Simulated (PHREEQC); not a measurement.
PHREEQC input (ion-association model, phreeqc.dat):

```
SOLUTION_SPECIES
  SO4-2 + 9 H+ + 8 e- = HS- + 4 H2O  # shut off: sulfate is not reduced
    -log_k -100
    -delta_h 0
    -analytic -100
SOLUTION 1
  temp 25
  units mol/kgw
  pH 7 charge
  S(6) 0.053
  Na 0.106
END
SELECTED_OUTPUT 1
  -reset false
  -pH true
  -pe true
  -ionic_strength true
  -water true
  -totals Na S S(-2) S(6) Mtg
  -molalities H+ Na+ SO4-2 OH- HSO4- S-2 HS- H2S NaOH NaSO4-
USER_PUNCH 1
  -headings p_Mtg(g) phi_Mtg(g) p_H2O(g) phi_H2O(g) density
  10 PUNCH PR_P("Mtg(g)"), PR_PHI("Mtg(g)"), PR_P("H2O(g)"), PR_PHI("H2O(g)"), RHO
PRINT
  -reset false
USE solution 1
REACTION_TEMPERATURE 1
  80
GAS_PHASE 1
  -fixed_pressure
  -pressure 2
  -temperature 80
  -volume 20
  Mtg(g) 2
  H2O(g) 0
END
# ... the last block is repeated for the other 12 points of P (atm)
```

Selected output (columns that matter, 13 of 13 rows; P (atm) added in front):

```
P (atm)	pH	mu	Na	S	Mtg	m_H+	m_Na+	m_SO4-2	m_OH-	p_Mtg(g)	phi_Mtg(g)	p_H2O(g)	phi_H2O(g)	density
2	6.681	0.14296	0.10681	0.053406	0.0014272	2.6265e-07	0.098183	0.044776	1.7404e-06	1.5323	0.99838	0.46771	0.98935	0.9783
5	6.68	0.1428	0.10669	0.053347	0.004186	2.6326e-07	0.098075	0.044726	1.7398e-06	4.5282	0.99418	0.47179	0.98263	0.97838
10	6.6784	0.14276	0.10667	0.053337	0.0086986	2.6419e-07	0.098048	0.044709	1.7399e-06	9.5217	0.98796	0.47833	0.97222	0.97854
20	6.6753	0.14274	0.10668	0.053342	0.017414	2.6606e-07	0.098039	0.044696	1.7403e-06	19.508	0.97614	0.49153	0.95203	0.97887
30	6.6722	0.14273	0.1067	0.053352	0.025737	2.6793e-07	0.09804	0.044686	1.7408e-06	29.495	0.96486	0.50501	0.93241	0.9792
40	6.6691	0.14272	0.10673	0.053364	0.033689	2.6982e-07	0.098042	0.044677	1.7413e-06	39.481	0.95407	0.51879	0.91333	0.97953
50	6.6659	0.14271	0.10675	0.053377	0.041292	2.7173e-07	0.098046	0.044667	1.7419e-06	49.467	0.94376	0.53286	0.89479	0.97987
75	6.6581	0.1427	0.10682	0.05341	0.058909	2.7655e-07	0.098056	0.044644	1.7436e-06	74.431	0.92004	0.5692	0.85084	0.98073
100	6.6503	0.14268	0.10689	0.053444	0.074773	2.8147e-07	0.098065	0.044619	1.7454e-06	99.393	0.89917	0.607	0.81039	0.9816
150	6.6347	0.14263	0.10702	0.053508	0.10227	2.9159e-07	0.09807	0.04456	1.7498e-06	149.31	0.86544	0.68562	0.74017	0.98339
200	6.619	0.14254	0.10713	0.053565	0.12549	3.0211e-07	0.098053	0.044487	1.7549e-06	199.23	0.84131	0.76582	0.68358	0.9852
300	6.5875	0.14223	0.10729	0.053646	0.16352	3.2437e-07	0.09794	0.044293	1.7669e-06	299.08	0.81614	0.92196	0.60408	0.98885
400	6.5559	0.14177	0.10738	0.053692	0.19456	3.4836e-07	0.097734	0.04404	1.7812e-06	398.93	0.81349	1.0654	0.55594	0.9925
```

Complexes and solids missing from the database can't appear. Constants without temperature data keep their 25 °C values here.
